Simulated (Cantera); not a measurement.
**Adiabatic ignition**

An adiabatic, constant-pressure homogeneous reactor starts with CO : H₂ : CH₄ : O₂ : N₂ : H₂O = 1 : 0.34 : 0.62 : 5.97 : 22.4 : 8.2 (molar parts), equivalence ratio 0.32, at 1550 K and 1.88 atm.

Computed with Cantera and GRI-Mech 3.0 (53 species, 325 reactions).

```json
[
 {"t (s)": "9.00e-6", "T (K)": "1550", "x CO": "0.0260", "x H₂": "0.00882", "x CH₄": "0.0161", "x CH₃": "4.04e-6", "x H₂O": "0.213"},
 {"t (s)": "2.59e-5", "T (K)": "1550", "x CO": "0.0259", "x H₂": "0.00881", "x CH₄": "0.0161", "x CH₃": "3.65e-5", "x H₂O": "0.213"},
 {"t (s)": "7.44e-5", "T (K)": "1583", "x CO": "0.0270", "x H₂": "0.00865", "x CH₄": "0.0117", "x CH₃": "0.000888", "x H₂O": "0.218"},
 {"t (s)": "0.000214", "T (K)": "2074", "x CO": "0.000977", "x H₂": "0.000779", "x CH₄": "<1e-12", "x CH₃": "<1e-12", "x H₂O": "0.254"},
 {"t (s)": "0.000615", "T (K)": "2092", "x CO": "0.000265", "x H₂": "0.000323", "x CH₄": "<1e-12", "x CH₃": "<1e-12", "x H₂O": "0.256"},
 {"t (s)": "0.00177", "T (K)": "2092", "x CO": "0.000262", "x H₂": "0.000321", "x CH₄": "<1e-12", "x CH₃": "<1e-12", "x H₂O": "0.256"},
 {"t (s)": "0.00509", "T (K)": "2092", "x CO": "0.000262", "x H₂": "0.000321", "x CH₄": "<1e-12", "x CH₃": "<1e-12", "x H₂O": "0.256"},
 {"t (s)": "0.0146", "T (K)": "2092", "x CO": "0.000261", "x H₂": "0.000321", "x CH₄": "<1e-12", "x CH₃": "<1e-12", "x H₂O": "0.256"},
 {"t (s)": "0.0421", "T (K)": "2091", "x CO": "0.000261", "x H₂": "0.000320", "x CH₄": "<1e-12", "x CH₃": "<1e-12", "x H₂O": "0.256"},
 {"t (s)": "0.121", "T (K)": "2090", "x CO": "0.000259", "x H₂": "0.000319", "x CH₄": "<1e-12", "x CH₃": "<1e-12", "x H₂O": "0.256"},
 {"t (s)": "0.348", "T (K)": "2088", "x CO": "0.000255", "x H₂": "0.000314", "x CH₄": "<1e-12", "x CH₃": "<1e-12", "x H₂O": "0.256"},
 {"t (s)": "1.00", "T (K)": "2083", "x CO": "0.000248", "x H₂": "0.000306", "x CH₄": "<1e-12", "x CH₃": "<1e-12", "x H₂O": "0.256"}
]
```
x: mole fraction; the columns are a selection and need not sum to one.

| Item | Result |
|---|---|
| time of steepest temperature rise | 89.5 µs |
| temperature at 1.00 s | 2083 K |
| equilibrium temperature | 2081 K |
| x(CO) at 1.00 s | 0.000248 (gas-phase equilibrium 0.000243) |
| x(H₂) at 1.00 s | 0.000306 (gas-phase equilibrium 0.000301) |
| x(CH₄) at 1.00 s | <1e-12 (gas-phase equilibrium <1e-12) |
